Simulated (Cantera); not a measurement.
## Stirred combustor or abatement burner

A perfectly stirred reactor is fed with 2.56 % CH₄, 2.56 % C₂H₆, 0.487 % C₃H₈, 18.8 % O₂, 70.7 % N₂, 4.87 % H₂O, equivalence ratio 0.88, at 130000 Pa; it is adiabatic with a 400 K inlet, and is followed from long to short residence time, starting on the burning branch (τ in s: 0.21, 0.084, 0.034, 0.014, 0.0056, 0.0023, 0.00093, 0.00038, 0.00015, 6.2e-05, 2.5e-05, 1e-05, 4.1e-06).

Computed with Cantera and GRI-Mech 3.0 (53 species, 325 reactions).

| τ (s) | T (K) | x CH₄ | x C₂H₆ | x C₃H₈ | x O₂ | x HO₂ | x N₂O | x CO |
|---|---|---|---|---|---|---|---|---|
| 0.21 | 2119 | 7.32e-7 | 7.56e-8 | 1.54e-8 | 0.0224 | 1.33e-6 | 2.14e-7 | 0.00216 |
| 0.084 | 2114 | 1.58e-6 | 1.81e-7 | 3.67e-8 | 0.0228 | 1.46e-6 | 2.30e-7 | 0.00261 |
| 0.034 | 2102 | 3.10e-6 | 4.19e-7 | 8.35e-8 | 0.0234 | 1.76e-6 | 2.55e-7 | 0.00351 |
| 0.014 | 2083 | 5.66e-6 | 9.19e-7 | 1.78e-7 | 0.0243 | 2.37e-6 | 2.75e-7 | 0.00503 |
| 0.0056 | 2051 | 1.05e-5 | 2.01e-6 | 3.74e-7 | 0.0257 | 3.54e-6 | 2.75e-7 | 0.00735 |
| 0.0023 | 2009 | 1.96e-5 | 4.20e-6 | 7.48e-7 | 0.0276 | 5.48e-6 | 2.57e-7 | 0.0103 |
| 0.00093 | 1955 | 3.95e-5 | 8.97e-6 | 1.52e-6 | 0.0301 | 8.59e-6 | 2.30e-7 | 0.0140 |
| 0.00038 | 1890 | 8.66e-5 | 1.99e-5 | 3.24e-6 | 0.0334 | 1.34e-5 | 2.04e-7 | 0.0187 |
| 0.00015 | 1805 | 0.000236 | 5.24e-5 | 8.32e-6 | 0.0390 | 2.29e-5 | 1.76e-7 | 0.0263 |
| 6.2e-5 | 400 | 0.0256 | 0.0256 | 0.00487 | 0.188 | <1e-12 | <1e-12 | <1e-12 |
| 2.5e-5 | 400 | 0.0256 | 0.0256 | 0.00487 | 0.188 | <1e-12 | <1e-12 | <1e-12 |
| 1.0e-5 | 400 | 0.0256 | 0.0256 | 0.00487 | 0.188 | <1e-12 | <1e-12 | <1e-12 |
| 4.1e-6 | 400 | 0.0256 | 0.0256 | 0.00487 | 0.188 | <1e-12 | <1e-12 | <1e-12 |
x: mole fraction; the columns are a selection and need not sum to one.
